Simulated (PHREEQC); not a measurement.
Consider water at 55 °C with 0.00038 mol Ca(HCO3)2 and 0.00019 mol Na2SO4 per kg of water. Closed to the air; pH follows from the charge balance.

The numbers come from PHREEQC with the Pitzer model, pitzer.dat.

**Question.** The ionic strength comes out as 0.00172 mol/kgw. What activity coefficients do Na+, SO4-2, OH-, HCO3-, Ca+2 get?

**Answer.** Na+ 0.96, SO4-2 0.79, OH- 0.95, HCO3- 0.96, Ca+2 0.81. Single-ion values are on the MacInnes scale.

No solid was allowed to form. Complexes and solids missing from the database can't appear. Away from 25 °C the constants follow the database's enthalpies or fits; those with neither stay at their 25 °C values.
